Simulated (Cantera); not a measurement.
An isothermal plug-flow reactor at 1048 K and 320000 Pa (inlet), inlet velocity 1.7 m/s, active area per volume 8300 1/m; feed CH₄ : O₂ : N₂ = 0.0021 : 0.12 : 0.79 (molar parts), equivalence ratio 0.035.

Model: Deutschmann's 1995 Pt surface mechanism with GRI-Mech 3.0 gas chemistry, integrated in Cantera. Catalytic surfaces can have several steady states; this one follows from the mechanism file's or the stated starting coverage. Mass transfer to the wall is taken as infinitely fast.

```tsv
quantity	before	after
x(CH₄) at z = 0.0034 m	0.000951	0.00225
x(O₂) at z = 0.0034 m	0.129	0.131
x(H₂O) at z = 0.0034 m	0.00270	0.000101
x(CO₂) at z = 0.0034 m	0.00135	5.00e-5
x(CO) at z = 0.0034 m	5.03e-7	3.68e-7
θ(free Pt) at the exit	0.174	0.0367
θ(O*) at the exit	0.824	0.963
```

Name the change that produced these shifts.
(A) CH4 0.0021 to 0.0051 parts
(B) area per volume 8300 to 2500 1/m
(C) temperature 1048 to 850 K
(D) O2 0.12 to 0.075 parts

C, temperature 1048 to 850 K
